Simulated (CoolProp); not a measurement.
The fluid at 322.23 K and 0.0735 MPa is throttled through a valve to 0.0447 MPa with no heat exchange. The same conditions are run with several fluids, on thermodynamics alone (safety and materials aside).

Model: reference Helmholtz-energy equation of state of each fluid (neopentane: Lemmon 2006; c-C4F8 (RC318): Platzer 1990; n-perfluoropentane: Gao 2022; R365MFC: Lemmon 2016; CH2F2 (R32): Tillner-Roth 1997), in CoolProp. The equations of Platzer and Polt are older, rougher fits.

| fluid | temperature change (K) | final density (kg/m³) |
|---|---|---|
| neopentane | -0.5 | 1.22 |
| c-C4F8 (RC318) | -0.4 | 3.37 |
| n-perfluoropentane | -0.5 | 4.91 |
| R365MFC | -0.8 | 2.52 |
| CH2F2 (R32) | -0.6 | 0.873 |
